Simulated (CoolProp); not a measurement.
Values from CoolProp's reference Helmholtz-energy equation of state, de Reuck 1993.

For methanol, give the phase and the expansivity (1/kK), conductivity (mW/(m K)) at 620 K and 15.4 bar; 620 K and 25.7 bar.


- 620 K and 15.4 bar: gas; expansivity 1.75, conductivity 58.1
- 620 K and 25.7 bar: gas; expansivity 1.87, conductivity 59.9

Thermal conductivity comes from a separate model (Sykioti 2013).
